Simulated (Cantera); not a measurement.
What does this Cantera script print?

```python
import numpy as np
import cantera as ct

gas = ct.Solution("gri30.yaml")
gas.TPX = 475, 890000, {'CH4': 1, 'H2': 0.21, 'O2': 1.4, 'N2': 9.12, 'CO2': 0.77, 'H2O': 0.3}
inlet = ct.Reservoir(gas, clone=True)
gas.equilibrate("HP")  # start burning
reactor = ct.IdealGasConstPressureReactor(gas, energy="on", clone=False)
exhaust = ct.Reservoir(gas, clone=True)
tau = [0.14, 0.053, 0.02, 0.0078, 0.003, 0.0011, 0.00044, 0.00017, 6.4e-05, 2.4e-05, 9.3e-06, 3.6e-06][0]
for a, b in ((inlet, reactor), (reactor, exhaust)):
    ct.MassFlowController(a, b, mdot=lambda t: reactor.mass / tau)
net = ct.ReactorNet([reactor])
show = ['CH4', 'H2', 'O2', 'CO', 'HO2', 'NO']

rows = []
print(f"{'tau/s':>10s}{'T/K':>9s}" + "".join(f"{s:>11s}" for s in show))
for tau in [0.14, 0.053, 0.02, 0.0078, 0.003, 0.0011, 0.00044, 0.00017, 6.4e-05, 2.4e-05, 9.3e-06, 3.6e-06]:
    net.initial_time = 0.0
    net.advance(30 * tau)
    before = gas.X
    net.advance(40 * tau)
    drift = np.max(np.abs(gas.X - before) / (gas.X + 1e-9))
    rows.append([gas.T, *gas[show].X, drift])
    print(f"{tau:10.3e}{gas.T:9.1f}" + "".join(f"{x:11.3e}" for x in gas[show].X))
```

Result:

```
     tau/s      T/K        CH4         H2         O2         CO        HO2         NO
 1.400e-01   1537.4  1.045e-02  2.185e-02  2.009e-03  3.490e-02  7.506e-07  7.265e-09
 5.300e-02   1520.8  1.124e-02  2.212e-02  3.723e-03  3.508e-02  1.917e-06  8.568e-09
 2.000e-02   1487.3  1.257e-02  2.289e-02  7.041e-03  3.548e-02  5.262e-06  9.889e-09
 7.800e-03   1391.2  1.719e-02  2.354e-02  1.673e-02  3.426e-02  1.970e-05  7.157e-09
 3.000e-03    475.0  7.812e-02  1.641e-02  1.094e-01  4.792e-16  6.448e-20  1.182e-26
 1.100e-03    475.0  7.813e-02  1.641e-02  1.094e-01  5.489e-19  3.568e-21  1.354e-29
 4.400e-04    475.0  7.813e-02  1.641e-02  1.094e-01  3.467e-20  1.508e-21  8.555e-31
 1.700e-04    475.0  7.813e-02  1.641e-02  1.094e-01  2.190e-21  5.857e-22  5.404e-32
 6.400e-05    475.0  7.813e-02  1.641e-02  1.094e-01  1.383e-22  2.208e-22  3.413e-33
 2.400e-05    475.0  7.813e-02  1.641e-02  1.094e-01  8.738e-24  8.276e-23  2.156e-34
 9.300e-06    475.0  7.813e-02  1.641e-02  1.094e-01  5.520e-25  3.187e-23  1.362e-35
 3.600e-06    475.0  7.813e-02  1.641e-02  1.094e-01  3.487e-26  1.232e-23  8.603e-37
```

Computed with Cantera and GRI-Mech 3.0 (53 species, 325 reactions).
